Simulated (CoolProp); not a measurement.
Vapour-liquid equilibrium of propane (1) + c-C4F8 (RC318) (2) at 334.4 K; x and y are mole fractions of (1).

Values from CoolProp's multi-fluid Helmholtz-energy mixture model, Lemmon 2009 and Platzer 1990; pair parameters Bell 2016. This equation is an older, rougher fit; its heat capacities, sound speeds and derivatives of the liquid may be far off and weren't checked against measurements.

| x | bubble pressure, mixture model (MPa) | bubble pressure, Raoult's law (MPa) | y, mixture model | y, Raoult's law |
|---|---|---|---|---|
| 0.05 | 1.008 | 0.9308 | 0.150 | 0.117 |
| 0.125 | 1.209 | 1.029 | 0.307 | 0.264 |
| 0.2 | 1.388 | 1.127 | 0.415 | 0.385 |
| 0.275 | 1.546 | 1.225 | 0.494 | 0.488 |
| 0.35 | 1.681 | 1.323 | 0.556 | 0.575 |
| 0.425 | … | 1.421 | … | 0.650 |
| 0.5 | 1.898 | 1.519 | 0.653 | 0.715 |
| 0.575 | 1.983 | 1.617 | 0.695 | 0.772 |
| 0.65 | 2.056 | 1.715 | … | 0.823 |
| 0.725 | 2.116 | 1.813 | … | 0.869 |
| 0.8 | 2.161 | 1.910 | 0.828 | 0.909 |
| 0.875 | … | 2.008 | 0.882 | 0.946 |
| 0.95 | 2.189 | 2.106 | 0.948 | 0.979 |

Q: What belongs in the gaps?

A: 
- 0.425, bubble pressure, mixture model (MPa): 1.798
- 0.425, y, mixture model: 0.608
- 0.65, y, mixture model: 0.737
- 0.725, y, mixture model: 0.780
- 0.875, bubble pressure, mixture model (MPa): 2.187

The largest gap from Raoult's law is +27.1 % in bubble pressure, at x = 0.35. y crosses x between x = 0.875 and 0.95: the model has an azeotrope there.

The pair parameters rest on a limited set of measurements; away from them the model extrapolates.
